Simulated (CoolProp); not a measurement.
Propylene at 298.15 K and 0.883 MPa is compressed adiabatically to 5.98 MPa with isentropic efficiency 0.9. Each further row changes one setting.

Computed with CoolProp (reference Helmholtz-energy equation of state, Lemmon 2013).

```json
[
 {"case": "as stated", "work (kJ/kg)": "[?]", "final temperature (K)": "[?]", "final density (kg/m³)": "[?]"},
 {"case": "efficiency 1", "work (kJ/kg)": "97.1", "final temperature (K)": "[?]", "final density (kg/m³)": "[?]"},
 {"case": "efficiency 0.65", "work (kJ/kg)": "[?]", "final temperature (K)": "[?]", "final density (kg/m³)": "[?]"}
]
```

Problem. Complete the blanks.

Solution. 
- as stated, work (kJ/kg): 108
- as stated, final temperature (K): 409.8
- as stated, final density (kg/m³): 119
- efficiency 1, final temperature (K): 406.5
- efficiency 1, final density (kg/m³): 123
- efficiency 0.65, work (kJ/kg): 149
- efficiency 0.65, final temperature (K): 423.5
- efficiency 0.65, final density (kg/m³): 105
